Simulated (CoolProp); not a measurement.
Values from CoolProp's reference Helmholtz-energy equation of state, Span 2000.

Task: For nitrogen, give the phase and the cv (kJ/(kg K)), speed of sound (m/s), Joule-Thomson coefficient (K/MPa), viscosity (µPa s) at -4.45 °C and 1.91 MPa; -4.45 °C and 3.18 MPa.

Result: 
- -4.45 °C and 1.91 MPa: gas; cv 0.749, speed of sound 336, Joule-Thomson coefficient 2.51, viscosity 16.7
- -4.45 °C and 3.18 MPa: gas; cv 0.753, speed of sound 339, Joule-Thomson coefficient 2.39, viscosity 17.0

Viscosity comes from a separate model (Lemmon 2004).
